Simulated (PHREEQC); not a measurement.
Make-up at 69 °C: 0.25 mol NaHS per kg of water. Closed to the air; pH follows from the charge balance.

Computed with PHREEQC (ion-association model, wateq4f.dat).

Each row changes one thing in this solution. This is a speciation only: nothing precipitates in the calculation.

```csv
case,pH,ionic strength (mol/kgw),H2S (mol/kgw)
as made,8.82,0.251,0.000888
0.28 mol/kgw NaF added,8.76,0.504,0.000891
diluted 2-fold with water,8.85,0.125,0.000471
diluted 5-fold with water,8.82,0.0501,0.000223
temperature from 69 to 40 °C,9.29,0.250,0.000484
```

At this temperature some constants are extrapolated from 25 °C, and those without enthalpy data are left unchanged. The polysulfide entries of wateq4f.dat were taken out for this run.
